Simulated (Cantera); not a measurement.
Feed: 1 mol Si, 4.9 mol H2, held at 1448 K and 4.80 bar.

Method: chemical equilibrium by Gibbs-energy minimisation in Cantera with the NASA 1993 tables (ideal gas, pure condensed phases). Candidate condensed phases: Si; 9 gas species. Equilibrium is a limit: real reactors are often held back by kinetics, nucleation or transport.

Problem. What is the equilibrium state?

Solution. 
```
Item           Result
----------  ---------
x(H2)           1.000
x(SiH4)       4.61e-6
x(H)          4.21e-6
n(Si(s))    1.000 mol
gas amount  4.900 mol
```
